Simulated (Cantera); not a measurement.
**Premixed flame**

A freely propagating, adiabatic, planar premixed flame of 35.9 % H₂, 12.8 % O₂, 51.3 % N₂, unburnt at 300 K and 1050 Torr; multicomponent+Soret transport, grid criteria slope 0.08 and curve 0.16, no radiation.

Cantera simulation using the H2/O2 subset of GRI-Mech 3.0, which has no nitrogen chemistry; the numbers are that mechanism's predictions, not measurements. Burning velocities carry a grid error of a few per cent, more on coarse grids.

| z (mm) | T (K) | u (m/s) | x H₂ | x O₂ | x HO₂ | x O | x OH | x H₂O₂ |
|---|---|---|---|---|---|---|---|---|
| -0.609 | 300 | 2.66 | 0.359 | 0.128 | <1e-8 | <1e-8 | <1e-8 | <1e-8 |
| -0.406 | 300 | 2.66 | 0.359 | 0.128 | <1e-8 | <1e-8 | <1e-8 | <1e-8 |
| -0.304 | 300 | 2.66 | 0.359 | 0.128 | <1e-8 | <1e-8 | <1e-8 | <1e-8 |
| -0.203 | 300 | 2.65 | 0.357 | 0.128 | 6.90e-8 | <1e-8 | <1e-8 | 1.10e-8 |
| -0.101 | 315 | 2.70 | 0.334 | 0.133 | 3.94e-5 | 7.55e-7 | 4.31e-6 | 7.31e-6 |
| -0.0507 | 542 | 4.42 | 0.290 | 0.133 | 0.000574 | 8.07e-5 | 0.000864 | 0.000142 |
| 0 | 1005 | 8.09 | 0.234 | 0.106 | 0.000183 | 0.00133 | 0.00151 | 4.47e-5 |
| 0.0507 | 1350 | 10.8 | 0.160 | 0.0589 | 7.85e-5 | 0.00447 | 0.00382 | 4.60e-6 |
| 0.101 | 1547 | 12.3 | 0.114 | 0.0245 | 3.05e-5 | 0.00521 | 0.00631 | 2.42e-6 |
| 0.203 | 1720 | 13.7 | 0.0940 | 0.00678 | 7.80e-6 | 0.00409 | 0.00837 | 1.28e-6 |
| 0.406 | 1868 | 14.7 | 0.0967 | 0.00355 | 3.79e-6 | 0.00284 | 0.00878 | 6.33e-7 |
| 0.811 | 1998 | 15.6 | 0.100 | 0.00202 | 2.07e-6 | 0.00166 | 0.00788 | 3.14e-7 |
| 1.62 | 2100 | 16.3 | 0.103 | 0.000977 | 1.02e-6 | 0.000805 | 0.00616 | 1.63e-7 |
x: mole fraction of selected species; z is measured from the peak of heat release.

The laminar burning velocity comes out as 266 cm/s and the thermal thickness is 0.203 mm. The peak x(HO₂) is 0.000612, the peak x(O) is 0.00527 and the peak x(OH) comes out as 0.00882. The peak x(H₂O₂) is 0.000147.
